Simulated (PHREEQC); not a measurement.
Dissolve 0.012 mol/kgw H3BO3, 0.00028 mol/kgw KOH and 1.6e-05 mol/kgw KCl at 25 °C. It is in equilibrium with CO2 at log p = -3.4 (atm). Otherwise closed; pH follows from the charge balance.

Model: ion-association model, phreeqc.dat, run in PHREEQC.

Precipitation was switched off in this run.

Question: Estimate the pH, ionic strength.

Answer: pH 7.33; ionic strength 0.000296 mol/kgw.

Question: In which forms is B present?

Answer: H3BO3 99 %, H2BO3- 1.2 % of the B.

Complexes and solids missing from the database can't appear.
